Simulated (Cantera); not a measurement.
A freely propagating, adiabatic, planar premixed flame of H₂ : O₂ : N₂ : H₂O = 1 : 0.794 : 2.98 : 1.1 (molar parts), equivalence ratio 0.63, unburnt at 600 K and 100.0 Torr; mixture-averaged transport, grid criteria slope 0.08 and curve 0.16, no radiation.

Model: the H2/O2 subset of GRI-Mech 3.0, which has no nitrogen chemistry, integrated in Cantera. Burning velocities carry a grid error of a few per cent, more on coarse grids. Lean hydrogen flames are cellular in practice and burn faster than this planar one.

Question: What does this change do: O2 0.794 to 0.62 parts?

Answer: 
| quantity | before | after |
|---|---|---|
| laminar burning velocity | 324 cm/s | 316 cm/s |
| thermal thickness | 5.33 mm | 6.08 mm |
| peak x(OH) | 0.00848 | 0.00742 |
| peak x(O) | 0.00718 | 0.00559 |
| peak x(H) | 0.0243 | 0.0278 |

Question: What does this change do: O2 0.794 to 0.63 parts?

Answer: 
```tsv
quantity	before	after
laminar burning velocity	324 cm/s	317 cm/s
thermal thickness	5.33 mm	6.01 mm
peak x(OH)	0.00848	0.00751
peak x(O)	0.00718	0.00570
peak x(H)	0.0243	0.0275
```
